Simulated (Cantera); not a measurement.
# Transport properties of process gases

Gas mixture: NH3 : N2 = 0.5 : 0.66 (molar parts), at 1.01 bar, frozen composition.

Cantera's kinetic-theory transport with the Lennard-Jones parameters of GRI-Mech 3.0, ideal gas; thermal conductivity in the multicomponent form. Polar gases are described roughly by these parameters. The composition is frozen, though it would react at the higher temperatures.

```tsv
T (K)	ρ (kg/m³)	cp (J/kg/K)	μ (µPa s)	λ (mW/m/K)	Pr	D (cm²/s) NO	D (cm²/s) H2	D (cm²/s) NH3
400	0.709	1432	18.8	39.0	0.693	0.354	1.30	0.382
600	0.473	1575	26.2	60.2	0.684	0.722	2.60	0.803
800	0.355	1716	32.7	82.3	0.682	1.18	4.23	1.33
1000	0.284	1847	38.7	105	0.681	1.73	6.14	1.97
1200	0.236	1953	44.1	127	0.681	2.35	8.31	2.68
1400	0.203	2041	49.3	148	0.680	3.04	10.7	3.49
```
D: mixture-averaged diffusion coefficient of that species in the mixture.
